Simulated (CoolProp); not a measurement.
Vapour-liquid equilibrium of propylene (1) + R114 (2) at 0.734 MPa; x and y are mole fractions of (1).

Model: multi-fluid Helmholtz-energy mixture model, Lemmon 2013 and Platzer 1990; pair parameters Bell 2016, in CoolProp. This equation is an older, rougher fit; its heat capacities, sound speeds and derivatives of the liquid may be far off and weren't checked against measurements.

Give the bubble temperature and the first vapour's composition at x = 0.35, 0.425, 0.5. Is there an azeotrope?

x = 0.35: 32.7 °C, y = 0.713; x = 0.425: 28.0 °C, y = 0.771; x = 0.5: 24.2 °C, y = 0.816. No azeotrope shows between x = 0.05 and 0.95.

Pair parameters are fitted to limited data, so mixtures are less certain than the pure fluids.
